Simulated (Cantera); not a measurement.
Charge: 1 mol HI, 1.2 mol O2, held at 1.00 Torr.

Equilibrium computed with Cantera from the NASA thermochemical tables; the gas is ideal and each condensed phase is pure. Candidate condensed phases: H2O, I2; 12 gas species. The numbers say what is thermodynamically allowed, not how fast it happens.

Question: At 2400 °C, list the 5 most abundant gas species with their mole fractions, and the condensed phases.

Answer: O 0.330, I 0.280, H 0.173, O2 0.140, OH 0.0452. Condensed: gas only.
